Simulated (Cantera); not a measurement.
**Hydrocarbon pyrolysis for carbon deposition**

A perfectly stirred reactor is fed with CH₄ : N₂ = 1 : 85 (molar parts), at 24.8 Torr; it is held at 1975 K, and followed from long to short residence time.

Computed with Cantera and GRI-Mech 3.0 (53 species, 325 reactions). GRI-Mech 3.0 stops at C3 and has no aromatics, soot or wall deposition, so with more carbon than oxygen in the feed, carbon stays in small species such as C2H2 where larger ones or solid carbon would form. Radical loss at walls, strong at low pressure, is not modelled.

```json
[
 {"τ (s)": "0.78", "x CH₄": "0.000424", "x C₂H": "1.45e-6", "x CH₂": "2.35e-6", "x H": "0.000267", "x C₂H₄": "6.01e-6", "x C₂H₂": "0.00517"},
 {"τ (s)": "0.33", "x CH₄": "0.000812", "x C₂H": "1.24e-6", "x CH₂": "3.09e-6", "x H": "0.000222", "x C₂H₄": "1.59e-5", "x C₂H₂": "0.00508"},
 {"τ (s)": "0.14", "x CH₄": "0.00151", "x C₂H": "1.01e-6", "x CH₂": "3.85e-6", "x H": "0.000182", "x C₂H₄": "3.97e-5", "x C₂H₂": "0.00474"},
 {"τ (s)": "0.058", "x CH₄": "0.00272", "x C₂H": "7.82e-7", "x CH₂": "4.53e-6", "x H": "0.000142", "x C₂H₄": "9.30e-5", "x C₂H₂": "0.00403"},
 {"τ (s)": "0.024", "x CH₄": "0.00460", "x C₂H": "5.39e-7", "x CH₂": "4.83e-6", "x H": "0.000102", "x C₂H₄": "0.000187", "x C₂H₂": "0.00292"},
 {"τ (s)": "0.010", "x CH₄": "0.00716", "x C₂H": "2.87e-7", "x CH₂": "4.31e-6", "x H": "6.11e-5", "x C₂H₄": "0.000274", "x C₂H₂": "0.00150"},
 {"τ (s)": "0.0043", "x CH₄": "0.00968", "x C₂H": "9.14e-8", "x CH₂": "2.71e-6", "x H": "2.71e-5", "x C₂H₄": "0.000194", "x C₂H₂": "0.000384"},
 {"τ (s)": "0.0018", "x CH₄": "0.0110", "x C₂H": "1.20e-8", "x CH₂": "9.95e-7", "x H": "1.06e-5", "x C₂H₄": "4.25e-5", "x C₂H₂": "3.15e-5"},
 {"τ (s)": "0.00076", "x CH₄": "0.0114", "x C₂H": "5.15e-10", "x CH₂": "2.79e-7", "x H": "6.73e-6", "x C₂H₄": "4.58e-6", "x C₂H₂": "1.39e-6"},
 {"τ (s)": "0.00032", "x CH₄": "0.0115", "x C₂H": "8.63e-12", "x CH₂": "6.74e-8", "x H": "5.67e-6", "x C₂H₄": "3.69e-7", "x C₂H₂": "4.65e-8"}
]
```
x: mole fraction; the columns are a selection and need not sum to one.
